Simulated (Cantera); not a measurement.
A diamond (100) surface in a fixed gas of H2 with x(CH4) = 0.0036, x(H) = 0.026, at 1325 K, 33.0 Torr; coverages are run to steady state.

Computed with Cantera and the Harris–Goodwin 1993 mechanism for the reconstructed diamond (100) surface.

θ: site fractions in the mechanism's names (c6HH fully hydrogenated, c6H* and c6*H radical sites, c6** diradical, c6HM methylated).

```tsv
x(CH3)	growth (µm/h)	θ c6HH	θ c6H*	θ c6*H	θ c6**	θ c6HM
1e-06	…	0.363	0.0522	0.533	0.0515	1.17e-6
2.1e-06	…	0.363	0.0522	0.533	0.0515	2.45e-6
4.6e-06	…	0.363	0.0522	0.533	0.0515	5.37e-6
9.8e-06	…	0.363	0.0522	0.533	0.0515	1.14e-5
2.1e-05	…	0.363	0.0522	0.533	0.0515	2.45e-5
4.5e-05	…	0.363	0.0522	0.533	0.0515	5.25e-5
9.6e-05	…	0.363	0.0522	0.533	0.0514	0.000112
0.0002	…	0.363	0.0522	0.533	0.0514	0.000233
0.00044	…	0.363	0.0522	0.532	0.0512	0.000512
```

Question: Complete the blanks.

Answer: 
- 1e-06, growth (µm/h): 0.0175
- 2.1e-06, growth (µm/h): 0.0368
- 4.6e-06, growth (µm/h): 0.0807
- 9.8e-06, growth (µm/h): 0.172
- 2.1e-05, growth (µm/h): 0.368
- 4.5e-05, growth (µm/h): 0.789
- 9.6e-05, growth (µm/h): 1.68
- 0.0002, growth (µm/h): 3.50
- 0.00044, growth (µm/h): 7.69
